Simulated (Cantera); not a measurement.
Charge: 1 mol Pb, 0.2 mol CO, 65 mol H2, 1.9 mol O2, held at 9.00 Torr.

These are equilibrium values from Cantera (NASA tables, ideal gas, pure condensed phases), not measurements of a reactor. Candidate condensed phases: C, C6H6, C7H8, C8H18, H2O, Pb, PbO, PbO2, Pb3O4; 113 gas species. The numbers say what is thermodynamically allowed, not how fast it happens.

**Question.** What share of the Pb ends up in condensed phases as a function of T (K), at 773, 873, 973, 1073, 1173, 1273, 1373, 1473, 1573?

**Answer.** 
```tsv
T (K)	Pb condensed (%)	as
773	100.0	Pb(l)
873	99.7	Pb(l)
973	95.2	Pb(l)
1073	60.0	Pb(l)
1173	0.0	-
1273	0.0	-
1373	0.0	-
1473	0.0	-
1573	0.0	-
```
